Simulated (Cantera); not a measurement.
Cantera run:

```python
import numpy as np
import cantera as ct

gas_names = """
    CL CL2 H HCL H2 N NH NH2 NH3 N2 N2H2 N2H4 Si SiCL SiCL2 SiCL3 SiCL4 SiH SiHCL3 SiH2 SiH2CL2 SiH3
    SiH3CL SiH4 SiN Si2 Si2N Si3
""".split()
cond_names = """
    NH4CL(a) NH4CL(b) Si(cr) Si(L) Si3N4(a)
""".split()


# ... load() reads the species with a 1 bar reference pressure and builds the phases ...
atoms = {
    'SiHCl3': {'Si': 1, 'H': 1, 'CL': 3},
    'N2': {'N': 2},
}
top_T = {'Si3N4(a)': 2400}  # K; cautious upper limits of use, not melting points


# ... equilibrate(T, P, feed) seeds the gas with the atoms and calls Mixture.equilibrate('TP', solver="vcs", rtol=1e-11, max_steps=5000) ...
results = []
feed = {'SiHCl3': 1, 'N2': 0.74}  # mol
P = 4800  # Pa
for T in [750, 800, 850, 900, 950, 1000, 1050, 1100, 1150, 1200, 1250, 1300]:
    mix = equilibrate(T, P, feed)
    results.append((T, P, feed, dict(zip(mix.species_names, mix.species_moles))))
    x = sorted(zip(gas.X, gas.species_names), reverse=True)
    print(f"T = {T:g} K  P = {P:g} Pa  gas = {mix.phase_moles(0):.4g} mol")
    print("   x: " + "  ".join(f"{s} {v:.3e}" for v, s in x if v > 1e-06))
    print("   condensed (mol): " + ("  ".join(f"{mix.phase(i).name} {mix.phase_moles(i):.4g}"
          for i in range(1, mix.n_phases) if mix.phase_moles(i) > 1e-12) or "none"))
```

Output:

```
T = 750 K  P = 4800 Pa  gas = 1.866 mol
   x: SiCL4 3.341e-01  HCL 2.714e-01  N2 2.621e-01  H2 1.323e-01  SiHCL3 7.371e-05  NH3 6.040e-06
   condensed (mol): Si3N4(a) 0.1255
T = 800 K  P = 4800 Pa  gas = 1.868 mol
   x: SiCL4 3.298e-01  HCL 2.865e-01  N2 2.592e-01  H2 1.244e-01  SiHCL3 1.294e-04  NH3 3.204e-06  SiCL3 1.160e-06
   condensed (mol): Si3N4(a) 0.1279
T = 850 K  P = 4800 Pa  gas = 1.87 mol
   x: SiCL4 3.260e-01  HCL 2.996e-01  N2 2.567e-01  H2 1.174e-01  SiHCL3 2.120e-04  SiCL3 5.055e-06  NH3 1.817e-06
   condensed (mol): Si3N4(a) 0.13
T = 900 K  P = 4800 Pa  gas = 1.872 mol
   x: SiCL4 3.226e-01  HCL 3.111e-01  N2 2.545e-01  H2 1.114e-01  SiHCL3 3.281e-04  SiCL3 1.867e-05  NH3 1.090e-06
   condensed (mol): Si3N4(a) 0.1318
T = 950 K  P = 4800 Pa  gas = 1.873 mol
   x: HCL 3.212e-01  SiCL4 3.196e-01  N2 2.526e-01  H2 1.061e-01  SiHCL3 4.841e-04  SiCL3 5.996e-05
   condensed (mol): Si3N4(a) 0.1334
T = 1000 K  P = 4800 Pa  gas = 1.875 mol
   x: HCL 3.300e-01  SiCL4 3.169e-01  N2 2.509e-01  H2 1.014e-01  SiHCL3 6.859e-04  SiCL3 1.711e-04  SiCL2 2.237e-06
   condensed (mol): Si3N4(a) 0.1348
T = 1050 K  P = 4800 Pa  gas = 1.876 mol
   x: HCL 3.377e-01  SiCL4 3.142e-01  N2 2.495e-01  H2 9.716e-02  SiHCL3 9.386e-04  SiCL3 4.409e-04  SiCL2 1.121e-05
   condensed (mol): Si3N4(a) 0.1359
T = 1100 K  P = 4800 Pa  gas = 1.878 mol
   x: HCL 3.445e-01  SiCL4 3.115e-01  N2 2.483e-01  H2 9.340e-02  SiHCL3 1.246e-03  SiCL3 1.040e-03  SiCL2 4.832e-05
   condensed (mol): Si3N4(a) 0.1369
T = 1150 K  P = 4800 Pa  gas = 1.88 mol
   x: HCL 3.503e-01  SiCL4 3.084e-01  N2 2.473e-01  H2 9.001e-02  SiCL3 2.269e-03  SiHCL3 1.609e-03  SiCL2 1.827e-04  SiH2CL2 1.054e-06
   condensed (mol): Si3N4(a) 0.1375
T = 1200 K  P = 4800 Pa  gas = 1.883 mol
   x: HCL 3.551e-01  SiCL4 3.042e-01  N2 2.466e-01  H2 8.692e-02  SiCL3 4.619e-03  SiHCL3 2.026e-03  SiCL2 6.152e-04  SiH2CL2 1.766e-06
   condensed (mol): Si3N4(a) 0.1378
T = 1250 K  P = 4800 Pa  gas = 1.889 mol
   x: HCL 3.586e-01  SiCL4 2.979e-01  N2 2.462e-01  H2 8.408e-02  SiCL3 8.814e-03  SiHCL3 2.485e-03  SiCL2 1.867e-03  SiH2CL2 2.821e-06  CL 2.333e-06
   condensed (mol): Si3N4(a) 0.1374
T = 1300 K  P = 4800 Pa  gas = 1.901 mol
   x: HCL 3.604e-01  SiCL4 2.879e-01  N2 2.464e-01  H2 8.140e-02  SiCL3 1.580e-02  SiCL2 5.146e-03  SiHCL3 2.963e-03  CL 5.380e-06  SiH2CL2 4.302e-06  H 1.441e-06
   condensed (mol): Si3N4(a) 0.1358
```

Method: chemical equilibrium by Gibbs-energy minimisation in Cantera with the NASA 1993 tables (ideal gas, pure condensed phases). N2 is the only nitrogen source here; it is nearly inert below about 1500 K, so the nitride shown seldom forms there in practice. The tables' values for SiCl3 are old estimates; treat these amounts as uncertain.
